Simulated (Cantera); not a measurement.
A perfectly stirred reactor is fed with CH4 : N2 = 1 : 50 (molar parts), at 0.133 bar; it is held at 1650 K, and followed from long to short residence time.

Detailed kinetics in Cantera: GRI-Mech 3.0 (53 species, 325 reactions). GRI-Mech 3.0 stops at C3 and has no aromatics, soot or wall deposition, so with more carbon than oxygen in the feed, carbon stays in small species such as C2H2 where larger ones or solid carbon would form.

Question: What does this change do: N2 50 to 480 parts?

Answer: 
```
quantity                  before     after
----------------------  --------  --------
x(CH4) at τ = 17.0 s     0.00102  0.000109
x(H) at τ = 17.0 s       3.73e-5   1.15e-5
x(C2H) at τ = 17.0 s     5.41e-8   1.62e-8
x(C2H4) at τ = 17.0 s    5.41e-6   7.06e-7
x(C2H6) at τ = 17.0 s    1.37e-7   1.49e-8
x(CH4) at τ = 0.200 s    0.00930   0.00110
x(H) at τ = 0.200 s      1.68e-5   4.68e-6
x(C2H) at τ = 0.200 s    2.36e-8   6.27e-9
x(C2H4) at τ = 0.200 s  0.000222   3.86e-5
x(C2H6) at τ = 0.200 s   7.73e-6   7.53e-7
```

Question: What does this change do: pressure from 0.133 bar to 0.00140 bar?

Answer: 
```tsv
quantity	before	after
x(CH4) at τ = 17.0 s	0.00102	0.00690
x(H) at τ = 17.0 s	3.73e-5	3.38e-5
x(C2H) at τ = 17.0 s	5.41e-8	4.81e-8
x(C2H4) at τ = 17.0 s	5.41e-6	0.000135
x(C2H6) at τ = 17.0 s	1.37e-7	1.55e-7
x(CH4) at τ = 0.200 s	0.00930	0.0195
x(H) at τ = 0.200 s	1.68e-5	2.26e-7
x(C2H) at τ = 0.200 s	2.36e-8	1.17e-11
x(C2H4) at τ = 0.200 s	0.000222	2.93e-6
x(C2H6) at τ = 0.200 s	7.73e-6	6.98e-9
```
Radical loss at walls, strong at low pressure, is not modelled.
